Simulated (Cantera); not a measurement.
MgO + C + H₂ (sublimation and decomposition of ceramics)

Charge: 1 mol MgO, 0.31 mol C, 0.25 mol H₂, held at 0.133 bar.

These are equilibrium values from Cantera (NASA tables, ideal gas, pure condensed phases), not measurements of a reactor. Candidate condensed phases: C, C₆H₆, C₇H₈, C₈H₁₈, H₂O, Mg, MgCO₃, MgO, Mg(OH)₂; 139 gas species. Ions and electrons are included (thermal ionisation). The tables' values for MgH are old estimates; treat these amounts as uncertain. The numbers say what is thermodynamically allowed, not how fast it happens.

| T (K) | x Mg | x CO | x H₂ | x O | x H | x O₂ | x H₂O | x MgO | x OH | x CO₂ | x Mg+ | x e- | x MgOH | n MgO(s) |
|---|---|---|---|---|---|---|---|---|---|---|---|---|---|---|
| 2000 | 0.355 | 0.356 | 0.285 | 4.65e-10 | 0.00238 | <1e-12 | 9.16e-5 | 1.55e-7 | 7.63e-8 | 2.49e-5 | 5.84e-9 | 5.84e-9 | 1.43e-5 | 0.690 |
| 2500 | 0.366 | 0.336 | 0.235 | 5.84e-5 | 0.0334 | 2.16e-6 | 0.0212 | 0.000391 | 0.000624 | 0.00489 | 6.62e-7 | 6.62e-7 | 0.00184 | 0.664 |
| 3000 | 0.470 | 0.130 | 0.0243 | 0.0730 | 0.0674 | 0.0555 | 0.0466 | 0.0458 | 0.0430 | 0.0336 | 1.82e-5 | 1.81e-5 | 0.0101 | 0 |
| 3500 | 0.416 | 0.130 | 0.0106 | 0.205 | 0.166 | 0.0231 | 0.00309 | 0.0175 | 0.0224 | 0.00459 | 0.000172 | 0.000171 | 0.000644 | 0 |
| 4000 | 0.400 | 0.125 | 0.00198 | 0.262 | 0.194 | 0.00412 | 8.27e-5 | 0.00525 | 0.00474 | 0.000588 | 0.000967 | 0.000965 | 2.99e-5 | 0 |
| 4500 | 0.395 | 0.124 | 0.000437 | 0.272 | 0.198 | 0.000795 | 3.45e-6 | 0.00179 | 0.00110 | 0.000105 | 0.00381 | 0.00380 | 2.16e-6 | 0 |
| 5000 | 0.384 | 0.122 | 0.000125 | 0.272 | 0.197 | 0.000201 | 2.54e-7 | 0.000719 | 0.000322 | 2.57e-5 | 0.0114 | 0.0114 | 2.45e-7 | 0 |
x: gas mole fraction; n: condensed amount in mol.

From 2000 K to 2500 K the condensed part is MgO(s). From 3000 K to 5000 K nothing is condensed. The main Mg-bearing gas is Mg throughout.
